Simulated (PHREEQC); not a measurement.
Consider water at 42 °C with 0.19 mol NaCl per kg of water. Closed to the air; pH follows from the charge balance.

Model: ion-association model, phreeqc.dat, run in PHREEQC.

The ionic strength is 0.190 mol/kgw and the activity of water is 0.994. The specific conductance comes out as 26700 µS/cm and the density is 0.999 g/cm³.

| species | molality | activity | log γ |
|---|---|---|---|
| Cl- | 0.190 | 0.135 | -0.147 |
| Na+ | 0.190 | 0.141 | -0.129 |
| OH- | 2.43e-7 | 1.71e-7 | -0.152 |
| H+ | 2.43e-7 | 1.93e-7 | -0.100 |

This is a speciation only: nothing precipitates in the calculation. At this temperature some constants are extrapolated from 25 °C, and those without enthalpy data are left unchanged.
